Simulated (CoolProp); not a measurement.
Vapour-liquid equilibrium of ethane (1) + CHF3 (R23) (2) at -37.35 °C; x and y are mole fractions of (1).

The numbers come from the multi-fluid Helmholtz-energy mixture model, Bücker 2006 and Penoncello 2003; pair parameters Bell 2016 in CoolProp.

```
x     bubble pressure, mixture model (MPa)  bubble pressure, Raoult's law (MPa)  y, mixture model  y, Raoult's law
----  ------------------------------------  -----------------------------------  ----------------  ---------------
0.05                                0.9401                               0.7820             0.183            0.054
0.15                            (withheld)                               0.7889             0.349            0.161
0.25                                 1.217                               0.7957             0.423            0.266
0.35                            (withheld)                               0.8026             0.465            0.369
0.45                                 1.271                               0.8094             0.495            0.471
0.55                                 1.273                               0.8163             0.525            0.571
0.65                                 1.260                               0.8231             0.559            0.669
0.75                            (withheld)                               0.8300             0.608            0.765
0.85                                 1.139                               0.8368             0.690            0.860
0.95                                0.9758                               0.8437             0.849            0.954
```

Q: What belongs in the gaps?

A: 
- 0.15, bubble pressure, mixture model (MPa): 1.130
- 0.35, bubble pressure, mixture model (MPa): 1.255
- 0.75, bubble pressure, mixture model (MPa): 1.222

The largest gap from Raoult's law is +57.0 % in bubble pressure, at x = 0.45. y crosses x between x = 0.45 and 0.55: the model has an azeotrope there.

The pair parameters rest on a limited set of measurements; away from them the model extrapolates. With so large a gap from Raoult's law the liquid may split in two, which this calculation doesn't test in full.
